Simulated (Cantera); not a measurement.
What does this Cantera script print?

```python
import numpy as np
import cantera as ct

gas_names = """
    Cu CuF CuF2 Cu2 F F2 N NF NF2 NF3 N2
""".split()
cond_names = """
    Cu(cr) Cu(L) CuF2(s) CuF2(L)
""".split()


# ... load() reads the species with a 1 bar reference pressure and builds the phases ...
atoms = {
    'Cu': {'Cu': 1},
    'F2': {'F': 2},
    'N2': {'N': 2},
}
top_T = {}  # K; cautious upper limits of use, not melting points


# ... equilibrate(T, P, feed) seeds the gas with the atoms and calls Mixture.equilibrate('TP', solver="vcs", rtol=1e-11, max_steps=5000) ...
results = []
T = 1500  # K
P = 1000  # Pa
for m in [0.35, 1.1, 1.8, 2.6, 3.3, 4.1, 4.8, 5.6, 6.3]:
    feed = {'Cu': 1, 'F2': m, 'N2': 6}  # mol
    mix = equilibrate(T, P, feed)
    results.append((T, P, feed, dict(zip(mix.species_names, mix.species_moles))))

top = {s: max(r[3][s] / sum(r[3][g] for g in gas_names) for r in results) for s in gas_names}
cols = sorted((s for s in top if top[s] > 0.001), key=lambda s: -top[s])[:9]
seen = [c for c in cond_names if any(r[3].get(c, 0) > 1e-12 for r in results)]
print("log10 of partial pressures in bar; condensed amounts in mol")
print(f"{'n(F2)':>10s}" + "".join(f"{s[:9]:>10s}" for s in cols + seen))
for T, P, feed, n in results:
    ng = sum(n[g] for g in gas_names)
    print(f"{feed['F2']:10.4g}" + "".join(f"{np.log10(max(n[s] / ng * P / 1e5, 1e-99)):10.3f}" for s in cols)
          + "".join(f"{n.get(c, 0):10.4g}" for c in seen))
```

Result:

```
log10 of partial pressures in bar; condensed amounts in mol
     n(F2)        N2         F      CuF2       CuF     Cu(L)
      0.35    -2.048    -7.408    -5.135    -2.987    0.2994
       1.1    -2.080    -3.520    -2.866    -4.605         0
       1.8    -2.156    -2.730    -2.936    -5.465         0
       2.6    -2.230    -2.504    -3.009    -5.765         0
       3.3    -2.286    -2.402    -3.065    -5.922         0
       4.1    -2.342    -2.329    -3.121    -6.052         0
       4.8    -2.386    -2.284    -3.165    -6.140         0
       5.6    -2.431    -2.246    -3.210    -6.223         0
       6.3    -2.467    -2.221    -3.246    -6.284         0
```

These are equilibrium values from Cantera (NASA tables, ideal gas, pure condensed phases), not measurements of a reactor.
